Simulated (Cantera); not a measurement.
## Low-pressure radical oxidation in H2/O2

A perfectly stirred reactor is fed with 3.38 % H2, 96.6 % O2, at 0.0330 bar; it is held at 1100 K, and followed from long to short residence time.

Cantera simulation using GRI-Mech 3.0 (53 species, 325 reactions); the numbers are that mechanism's predictions, not measurements. Radical loss at walls, strong at low pressure, is not modelled. The temperature is held fixed by assumption; the heat of reaction is taken as removed at once.

| τ (s) | x H2 | x O2 | x OH | x H2O2 | x H | x HO2 | x O |
|---|---|---|---|---|---|---|---|
| 7.9 | 4.02e-5 | 0.965 | 0.000152 | 7.13e-8 | 3.21e-6 | 8.89e-7 | 0.000169 |
| 1.4 | 0.000112 | 0.965 | 0.000275 | 1.10e-7 | 1.79e-5 | 1.88e-6 | 0.000521 |
| 0.24 | 0.000307 | 0.964 | 0.000515 | 1.59e-7 | 0.000100 | 3.63e-6 | 0.00156 |
| 0.042 | 0.000819 | 0.961 | 0.000974 | 2.28e-7 | 0.000507 | 6.16e-6 | 0.00413 |
| 0.0073 | 0.00229 | 0.955 | 0.00181 | 3.37e-7 | 0.00204 | 8.94e-6 | 0.00877 |
| 0.0013 | 0.00701 | 0.951 | 0.00290 | 5.14e-7 | 0.00455 | 1.05e-5 | 0.0115 |
| 0.00022 | 0.0232 | 0.959 | 0.00230 | 3.89e-7 | 0.00250 | 8.88e-6 | 0.00518 |
x: mole fraction; the columns are a selection and need not sum to one.
